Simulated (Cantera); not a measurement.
A freely propagating, adiabatic, planar premixed flame of H₂ : O₂ : N₂ = 1 : 0.455 : 1.71 (molar parts), unburnt at 625 K and 200000 Pa; mixture-averaged transport, grid criteria slope 0.08 and curve 0.16, no radiation.

Cantera simulation using the H2/O2 subset of GRI-Mech 3.0, which has no nitrogen chemistry; the numbers are that mechanism's predictions, not measurements. Burning velocities carry a grid error of a few per cent, more on coarse grids.

Question: What does this change do: H2 1 to 0.76 parts?

Answer: 
```json
[
 {"quantity": "laminar burning velocity", "before": "874 cm/s", "after": "693 cm/s"},
 {"quantity": "thermal thickness", "before": "0.196 mm", "after": "0.190 mm"},
 {"quantity": "peak x(HO₂)", "before": "0.000474", "after": "0.000480"},
 {"quantity": "peak x(H₂O₂)", "before": "2.48e-5", "after": "2.89e-5"},
 {"quantity": "peak x(O)", "before": "0.0115", "after": "0.0130"},
 {"quantity": "peak x(OH)", "before": "0.0186", "after": "0.0183"}
]
```
